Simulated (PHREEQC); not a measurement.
KOH is added in steps, without added water, to 1 kg of water holding 1.1 mmol/kgw HF, 1.8 mmol/kgw KF and 14 mmol/kgw HCl, at 25 °C. Oxygen alone is held at its pressure in air (log pO2 = -0.68). No CO2 enters from the air. Nothing may precipitate in this run.

Base run: PHREEQC, ion-association model, phreeqc.dat. Each further column changes one thing. The table gives HF (mol/kgw).

```csv
KOH added (mol),base,HCl left out,HF replaced by NH4BF4 at the same molality,temperature from 25 to 35 °C,solids may form
0,0.00271,…,0.00383,0.00274,0.00271
0.0028,0.00266,2.59e-11,0.00366,0.00270,0.00266
0.0042,0.00263,…,0.00357,…,0.00263
0.007,0.00251,7.44e-12,0.00330,0.00257,0.00251
0.0098,0.00226,5.04e-12,0.00288,0.00233,0.00226
0.0112,0.00200,4.34e-12,0.00255,0.00208,0.00200
0.014,0.000779,3.40e-12,0.00153,0.000814,0.000779
0.0168,2.58e-11,2.79e-12,0.000328,6.40e-11,2.58e-11
0.0182,1.41e-11,2.56e-12,6.76e-9,3.51e-11,1.41e-11
0.021,7.42e-12,2.20e-12,…,1.84e-11,7.42e-12
0.0238,5.03e-12,1.93e-12,2.17e-11,1.25e-11,5.03e-12
0.0252,4.33e-12,…,1.64e-11,1.07e-11,4.33e-12
0.028,3.39e-12,1.62e-12,1.10e-11,8.40e-12,3.39e-12
```

**Question.** Complete the blanks.

**Answer.** 
- 0, HCl left out: 0.000808
- 0.0042, HCl left out: 1.42e-11
- 0.0042, temperature from 25 to 35 °C: 0.00267
- 0.021, HF replaced by NH4BF4 at the same molality: 6.12e-11
- 0.0252, HCl left out: 1.81e-12

 Real BF4- forms and hydrolyses slowly; the run takes it at equilibrium. Solids allowed in the column 'solids may form': Sylvite.
